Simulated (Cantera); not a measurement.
Charge: 1 mol Al(CH3)3, 0.85 mol H2O, 78 mol N2, held at 79.0 Pa.

Method: chemical equilibrium by Gibbs-energy minimisation in Cantera with the NASA 1993 tables (ideal gas, pure condensed phases). Candidate condensed phases: Al, AlN, Al2O3, C, C6H6, C7H8, C8H18, H2O; 148 gas species. The feed counts by its element totals alone. Mutual solubility and eutectic melting of coexisting phases are not modelled. The numbers say what is thermodynamically allowed, not how fast it happens.

At 1148 K, list the 3 most abundant gas species with their mole fractions, and the condensed phases.

N2 0.930, H2 0.0641, CO 0.00572. Condensed: AlN(s) + Al2O3(s) + C(graphite).
